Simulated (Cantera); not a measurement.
Feed: 1 mol C2H5OH, 2 mol CO2, equilibrated at 2075 K.

Cantera equilibrium calculation (NASA polynomials, part measured and part estimated; ideal gas, pure solids and liquids). Candidate condensed phases: C, C6H6, C7H8, C8H18, H2O; 110 gas species. The ideal-gas law is rough above about 30 bar. Rates play no part.

log p: log10 of the partial pressure in bar; nothing condenses.

```
P (Pa)    log p CO  log p H2  log p H  log p H2O  log p CO2
--------  --------  --------  -------  ---------  ---------
10           -4.31     -4.62    -4.88      -5.06      -5.43
46               …         …        …          …          …
220          -2.94     -3.18    -4.16      -3.65      -4.09
1000         -2.28     -2.50    -3.83      -2.98      -3.44
4600         -1.61     -1.84    -3.49      -2.31      -2.78
22000        -0.93     -1.15    -3.15      -1.63      -2.10
100000       -0.27     -0.49    -2.82      -0.97      -1.44
460000        0.39      0.17    -2.49      -0.31      -0.78
2200000          …         …        …          …          …
10000000      1.73      1.51    -1.82       1.03       0.56
```

**Question.** Some entries are withheld; supply them.

**Answer.** 
- 46, log p CO: -3.63
- 46, log p H2: -3.89
- 46, log p H: -4.52
- 46, log p H2O: -4.35
- 46, log p CO2: -4.77
- 2200000, log p CO: 1.07
- 2200000, log p H2: 0.85
- 2200000, log p H: -2.15
- 2200000, log p H2O: 0.37
- 2200000, log p CO2: -0.10
